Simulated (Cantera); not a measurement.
Input: 1 mol AlN, 10 mol O₂, 29 mol H₂, equilibrated at 1850 °C and 1.20 Pa.

Equilibrium computed with Cantera from the NASA thermochemical tables; the gas is ideal and each condensed phase is pure. The tables' values for AlOH are old estimates; treat these amounts as uncertain. The numbers say what is thermodynamically allowed, not how fast it happens.

| species | before | after |
|---|---|---|
| H₂O | 0.177 | 0.488 |
| H₂ | 0.186 | 0.273 |
| H | 0.447 | 0.173 |
| O | 0.0893 | 0.0132 |
| O₂ | 0.0361 | 0.0102 |
| OH | 0.0525 | 0.0280 |
| N₂ | 0.0103 | 0.0147 |
| AlO₂H | 0.000183 | 2.76e-5 |
| Al | 5.07e-5 | 4.21e-7 |
| AlO | 0.000210 | 3.46e-6 |
| AlOH | 4.29e-5 | 3.08e-6 |
| NO | 0.000500 | 0.000200 |
| Al₂O₃(s), mol | 0.488 | 0.499 |
Gas species are given as mole fractions.

Q: Name the change that produced these shifts.
A) temperature from 1850 °C to 1550 °C
B) temperature from 1850 °C to 700 °C
C) pressure from 1.20 Pa to 450 Pa
D) temperature from 1850 °C to 1677 °C

A: D, temperature from 1850 °C to 1677 °C
